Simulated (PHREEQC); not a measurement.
Leach liquor: an equilibrium model

Consider water at 25 °C with 0.027 mol HCl, 0.00017 mol CuSO4 and 0.0062 mol MnSO4 per kg of water. Closed to the air; pH follows from the charge balance.

The numbers come from PHREEQC with the ion-association model, wateq4f.dat.

Precipitation was switched off in this run.

### Question
What pH does the model give?

### Answer
pH 1.69.

### Question
In which forms is Mn present?

### Answer
Mn+2 86 %, MnSO4 9.7 %, MnCl+ 4.6 % of the Mn.
